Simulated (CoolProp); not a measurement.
Vapour-liquid equilibrium of R125 (1) + R227EA (2) at 1.02 MPa; x and y are mole fractions of (1).

Model: multi-fluid Helmholtz-energy mixture model, Lemmon 2005 and Lemmon 2016; pair parameters Bell 2016, in CoolProp.

**Question.** Give the bubble temperature and the first vapour's composition at x = 0.05, 0.35, 0.5. Is there an azeotrope?

**Answer.** x = 0.05: 324.6 K, y = 0.096; x = 0.35: 309.8 K, y = 0.541; x = 0.5: 303.5 K, y = 0.693. No azeotrope shows between x = 0.05 and 0.95.

Pair parameters are fitted to limited data, so mixtures are less certain than the pure fluids.
